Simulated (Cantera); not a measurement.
An adiabatic, constant-volume homogeneous reactor starts with 21.1 % CH4, 19.2 % O2, 59.6 % N2, equivalence ratio 2.2, at 1623 K and 10.0 bar.

Detailed kinetics in Cantera: GRI-Mech 3.0 (53 species, 325 reactions).

One state of this run: T (K) = 2920; P (bar) = 22.3; x CH4 = 4.42e-9; x O2 = 1.83e-5; x H = 0.0120; x OH = 0.00220; x HCO = 3.51e-6; x NO = 0.000316; x C2H4 = <1e-12. x: mole fraction; the columns are a selection and need not sum to one.

### Question
Which value of t (s) does it belong to?
A. 0.400
B. 5.13e-5
C. 7.00e-6
D. 1.89e-5

### Answer
A, 0.400
